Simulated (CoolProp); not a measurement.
Saturation properties of CH3F (R41).

Computed with CoolProp (reference Helmholtz-energy equation of state, Lemmon 2006). It is a short technical equation, of lower accuracy than the large ones.

| T (K) | p (bar) | liquid density (kg/m³) | vapour density (kg/m³) | liquid cp (kJ/(kg K)) | surface tension (mN/m) |
|---|---|---|---|---|---|
| 253.3 | 11.43 | 740.8 | 22.90 | 2.347 | 6.91 |
| 256.6 | 12.67 | 731.2 | 25.45 | 2.382 | 6.47 |
| 259.9 | 13.99 | 721.4 | 28.25 | 2.420 | 6.04 |
| 263.2 | 15.42 | 711.3 | 31.33 | 2.463 | 5.61 |
| 266.5 | 16.96 | 700.9 | 34.70 | 2.512 | 5.19 |
| 269.8 | 18.61 | 690.1 | 38.42 | 2.567 | 4.77 |
| 273.1 | 20.37 | 678.9 | 42.51 | 2.629 | 4.36 |
| 276.4 | 22.26 | 667.3 | 47.04 | 2.701 | 3.96 |
| 279.6 | 24.22 | 655.6 | 51.89 | 2.782 | 3.58 |
| 282.9 | 26.37 | 642.9 | 57.45 | 2.879 | 3.20 |
| 286.2 | 28.66 | 629.6 | 63.67 | 2.997 | 2.82 |
| 289.5 | 31.10 | 615.6 | 70.66 | 3.140 | 2.45 |
| 292.8 | 33.69 | 600.6 | 78.59 | 3.319 | 2.10 |
| 296.1 | 36.45 | 584.6 | 87.69 | 3.552 | 1.75 |

It boils at 194.8 K under 1 atm.

Surface tension comes from a separate correlation (Mulero 2012).
